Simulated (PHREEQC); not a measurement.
0.055 g of hydrous ferric oxide (600 m²/g; 0.2 weak and 0.005 strong sites per Fe, Dzombak-Morel constants, diffuse double layer) in 1 kg of water with 0.001 mol/kgw of an inert sodium salt and 1.1e-05 mol/kgw NiCl2, at 25 °C; the pH is set by adding NaOH or the inert anion's acid. Oxygen alone is held at its pressure in air (log pO2 = -0.68). No CO2 enters from the air. Precipitation was switched off in this run.

All values are PHREEQC results (ion-association model, wateq4f.dat), not measurements.

| pH | Ni sorbed (%) | surface charge σ (C/m²) | surface potential ψ (mV) |
|---|---|---|---|
| 4 | 0.0 | 0.119 | 210 |
| 4.5 | 0.0 | 0.079 | ? |
| 5.5 | 0.5 | 0.032 | 145 |
| 6 | 4.0 | 0.019 | 119 |
| 6.5 | 17.0 | 0.011 | ? |
| 7.5 | 71.0 | 0.003 | 42 |
| 8 | 94.7 | 0.001 | 16 |
| 8.5 | ? | -0.001 | -12 |
| 9.5 | 100.0 | -0.007 | ? |
| 10 | 100.0 | ? | -97 |
| 10.5 | 100.0 | ? | -124 |
| 11.5 | 99.9 | ? | -163 |
| 12 | 99.1 | -0.175 | -169 |

Question: Fill in the missing entries.

Answer: 
- 4.5, surface potential ψ (mV): 191
- 6.5, surface potential ψ (mV): 93
- 8.5, Ni sorbed (%): 99.4
- 9.5, surface potential ψ (mV): -70
- 10, surface charge σ (C/m²): -0.013
- 10.5, surface charge σ (C/m²): -0.024
- 11.5, surface charge σ (C/m²): -0.093

Along this series the solution becomes supersaturated in solids that the run did not let form, among them Ni(OH)2.
